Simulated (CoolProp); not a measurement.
Model: reference Helmholtz-energy equation of state, Lemmon 2006, in CoolProp. It is a short technical equation, of lower accuracy than the large ones.

Q: For C3F8 (R218), give the phase and the density (kg/m³), Joule-Thomson coefficient (K/MPa), isothermal compressibility (1/MPa), expansivity (1/kK) at 222 K and 4850 kPa.

A: 
- 222 K and 4850 kPa: liquid; density 1680, Joule-Thomson coefficient -0.341, isothermal compressibility 0.00209, expansivity 2.09
